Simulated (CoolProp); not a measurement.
Saturation properties of n-heptane (Tc = 541.2 K, pc = 2.774 MPa, ω = 0.349).

The numbers come from the reference Helmholtz-energy equation of state, Span 2003 in CoolProp. It is a short technical equation, of lower accuracy than the large ones.

| T (K) | p (MPa) | liquid cp (kJ/(kg K)) | surface tension (mN/m) | liquid viscosity (µPa s) |
|---|---|---|---|---|
| 318.3 | 0.01541 | 2.320 | 17.8 | 317 |
| 334.4 | 0.02940 | 2.388 | 16.2 | 272 |
| 350.5 | 0.05225 | 2.460 | 14.7 | 236 |
| 366.7 | 0.08772 | 2.535 | 13.1 | 206 |
| 382.8 | 0.1395 | 2.613 | 11.6 | 181 |
| 398.9 | 0.2124 | 2.695 | 10.2 | 159 |
| 415 | 0.3115 | 2.782 | 8.78 | 140 |
| 431.2 | 0.4434 | 2.876 | 7.39 | 124 |
| 447.3 | 0.6125 | 2.979 | 6.06 | 109 |
| 463.4 | 0.8262 | 3.099 | 4.77 | 96.1 |
| 479.5 | 1.092 | 3.250 | 3.55 | 83.9 |
| 495.6 | 1.418 | 3.467 | 2.41 | 72.3 |
| 511.8 | 1.818 | 3.874 | 1.36 | 60.7 |
| 527.9 | 2.301 | 5.303 | 0.465 | 47.7 |

It boils at 371.5 K under 1 atm.

Viscosity comes from a separate model (Michailidou 2014). Surface tension comes from a separate correlation (Mulero 2012).
